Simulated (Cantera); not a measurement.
Input: 1 mol PH3, 0.68 mol H2, 0.22 mol H2O, equilibrated at 3075 K and 2.10 mbar.

Equilibrium computed with Cantera from the NASA thermochemical tables; the gas is ideal and each condensed phase is pure. Candidate condensed phases: H2O, P, P4O10; 17 gas species. Gases not in the tables: HPO2, HPO3 and P4O6. Equilibrium is a limit: real reactors are often held back by kinetics, nucleation or transport.

**Question.** What is the equilibrium state?

**Answer.** 
```
Property                             Value
-------------------------------  ---------
x(H)                                 0.788
x(P)                                 0.134
x(H2)                               0.0333
x(PO)                               0.0322
x(O)                               0.00637
x(P2)                              0.00592
x(OH)                             0.000444
x(PH)                             0.000269
x(H2O)                             5.35e-5
gas amount                       5.614 mol
log10 activity of P(l) (absent)      -4.07
```
